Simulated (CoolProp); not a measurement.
Vapour-liquid equilibrium of R245fa (1) + isopentane (2) at 307.2 K; x and y are mole fractions of (1).

The numbers come from the multi-fluid Helmholtz-energy mixture model, Akasaka 2015 and Lemmon 2006; pair parameters Bell 2016 in CoolProp.

| x | bubble pressure (kPa) | y at the bubble point | dew pressure at overall composition x (kPa) | liquid density (mol/L) |
|---|---|---|---|---|
| 0.05 | (withheld) | 0.224 | 130.8 | 8.423 |
| 0.15 | 201.0 | (withheld) | 144.0 | 8.483 |
| 0.25 | 229.5 | 0.545 | 159.8 | 8.552 |
| 0.35 | 245.7 | 0.601 | (withheld) | (withheld) |
| 0.45 | 254.0 | 0.634 | 202.8 | (withheld) |
| 0.55 | 257.8 | 0.655 | 230.9 | 8.853 |
| 0.65 | 259.1 | 0.672 | (withheld) | 9.001 |
| 0.75 | 258.5 | (withheld) | 251.0 | 9.183 |
| 0.85 | 253.0 | 0.738 | 232.3 | (withheld) |
| 0.95 | 231.3 | 0.856 | 213.8 | 9.656 |

Q: Complete the blanks.

A: 
- 0.05, bubble pressure (kPa): 155.5
- 0.15, y at the bubble point: 0.443
- 0.35, dew pressure at overall composition x (kPa): 179.2
- 0.35, liquid density (mol/L): 8.633
- 0.45, liquid density (mol/L): 8.732
- 0.65, dew pressure at overall composition x (kPa): 257.1
- 0.75, y at the bubble point: 0.694
- 0.85, liquid density (mol/L): 9.400

y crosses x between x = 0.65 and 0.75: the model has an azeotrope there.

The pair parameters rest on a limited set of measurements; away from them the model extrapolates. With so large a gap from Raoult's law the liquid may split in two, which this calculation doesn't test in full.
